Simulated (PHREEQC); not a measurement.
0.029 g of hydrous ferric oxide (600 m²/g; 0.2 weak and 0.005 strong sites per Fe, Dzombak-Morel constants, diffuse double layer) in 1 kg of water with 0.001 mol/kgw of an inert sodium salt and 0.00054 mmol/kgw ZnCl2, at 25 °C; the pH is set by adding NaOH or the inert anion's acid. Oxygen is held at 0.21 atm. No CO2 enters from the air. Nothing may precipitate in this run.

The series has 17 steps of pH, from 4 to 12.

Equilibrium calculation in PHREEQC: ion-association model, wateq4f.dat.

Question: Near which pH is half of the Zn sorbed, and on which side is more sorbed?

Answer: Near pH 6.6, with more sorbed at higher pH.
